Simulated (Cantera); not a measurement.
An adiabatic, constant-pressure homogeneous reactor starts with CH4 : CO : O2 : N2 = 1 : 0.064 : 1.85 : 15 (molar parts), equivalence ratio 1.1, at 1100 K and 7500 Torr. Integrator tolerance rtol = 1e-08.

Detailed kinetics in Cantera: GRI-Mech 3.0 (53 species, 325 reactions).

Problem. What does this change do: 0.049 parts H2 added?

Solution. 
```
quantity                                                              before                                      after
---------------------------------  -----------------------------------------  -----------------------------------------
time of steepest temperature rise                                    41.8 ms                                    15.2 ms
temperature at 1.00 s                                                 2161 K                                     2158 K
equilibrium temperature                                               2161 K                                     2158 K
x(CH4) at 1.00 s                       <1e-12 (gas-phase equilibrium <1e-12)      <1e-12 (gas-phase equilibrium <1e-12)
x(CO) at 1.00 s                        0.0140 (gas-phase equilibrium 0.0140)      0.0156 (gas-phase equilibrium 0.0156)
x(O2) at 1.00 s                      2.16e-5 (gas-phase equilibrium 2.16e-5)    1.56e-5 (gas-phase equilibrium 1.56e-5)
x(N2O) at 1.00 s                     2.18e-8 (gas-phase equilibrium 2.18e-8)    1.83e-8 (gas-phase equilibrium 1.83e-8)
x(NO) at 1.00 s                    0.000121 (gas-phase equilibrium 0.000121)  0.000102 (gas-phase equilibrium 0.000102)
```

Problem. What does this change do: initial temperature 1100 to 1573 K?

Solution. 
```
quantity                                                              before                                    after
---------------------------------  -----------------------------------------  ---------------------------------------
time of steepest temperature rise                                    41.8 ms                                 0.210 ms
temperature at 1.00 s                                                 2161 K                                   2548 K
equilibrium temperature                                               2161 K                                   2548 K
x(CH4) at 1.00 s                       <1e-12 (gas-phase equilibrium <1e-12)    <1e-12 (gas-phase equilibrium <1e-12)
x(CO) at 1.00 s                        0.0140 (gas-phase equilibrium 0.0140)    0.0181 (gas-phase equilibrium 0.0181)
x(O2) at 1.00 s                      2.16e-5 (gas-phase equilibrium 2.16e-5)  0.00113 (gas-phase equilibrium 0.00113)
x(N2O) at 1.00 s                     2.18e-8 (gas-phase equilibrium 2.18e-8)  3.40e-7 (gas-phase equilibrium 3.40e-7)
x(NO) at 1.00 s                    0.000121 (gas-phase equilibrium 0.000121)  0.00189 (gas-phase equilibrium 0.00189)
```

Problem. What does this change do: 0.75 parts CO2 added?

Solution. 
```
quantity                                                              before                                      after
---------------------------------  -----------------------------------------  -----------------------------------------
time of steepest temperature rise                                    41.8 ms                                    43.6 ms
temperature at 1.00 s                                                 2161 K                                     2098 K
equilibrium temperature                                               2161 K                                     2098 K
x(CH4) at 1.00 s                       <1e-12 (gas-phase equilibrium <1e-12)      <1e-12 (gas-phase equilibrium <1e-12)
x(CO) at 1.00 s                        0.0140 (gas-phase equilibrium 0.0140)      0.0156 (gas-phase equilibrium 0.0156)
x(O2) at 1.00 s                      2.16e-5 (gas-phase equilibrium 2.16e-5)    2.27e-5 (gas-phase equilibrium 2.27e-5)
x(N2O) at 1.00 s                     2.18e-8 (gas-phase equilibrium 2.18e-8)    1.84e-8 (gas-phase equilibrium 1.84e-8)
x(NO) at 1.00 s                    0.000121 (gas-phase equilibrium 0.000121)  0.000104 (gas-phase equilibrium 0.000104)
```
